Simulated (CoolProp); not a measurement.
Saturated liquid density (kg/m³) of R236FA: the reference equation beside estimates from Tc = 124.9 °C, pc = 3191 kPa, ω = 0.377. Rackett uses Z = 0.29056 − 0.08775 ω.

The numbers come from the reference Helmholtz-energy equation of state, Pan 2012 in CoolProp.

| T (°C) | reference | Rackett | van der Waals | Redlich-Kwong | Soave-Redlich-Kwong | Peng-Robinson |
|---|---|---|---|---|---|---|
| 33.45 | 1330 | 1388 | 781.6 | 1115 | 1193 | 1353 |
| 36.55 | 1319 | 1376 | 774.9 | 1103 | 1181 | 1339 |
| 39.55 | 1308 | 1364 | 768.4 | 1091 | 1169 | 1326 |
| 42.65 | 1297 | 1352 | 761.5 | 1078 | 1157 | 1312 |
| 45.65 | 1285 | 1339 | 754.7 | 1066 | 1144 | 1298 |
| 48.75 | 1273 | 1326 | 747.5 | 1053 | 1131 | 1284 |
| 51.75 | 1262 | 1314 | 740.3 | 1040 | 1118 | 1269 |
| 54.85 | 1249 | 1300 | 732.8 | 1027 | 1104 | 1253 |
| 57.85 | 1237 | 1287 | 725.4 | 1013 | 1090 | 1237 |
| 60.95 | 1224 | 1273 | 717.5 | 999.1 | 1075 | 1221 |

Absolute difference from the reference over all 10 rows, mean and median: Rackett 4.2 and 4.2 %, van der Waals 41.3 and 41.3 %, Redlich-Kwong 17.2 and 17.2 %, Soave-Redlich-Kwong 11.1 and 11.1 %, Peng-Robinson 0.9 and 0.9 %.
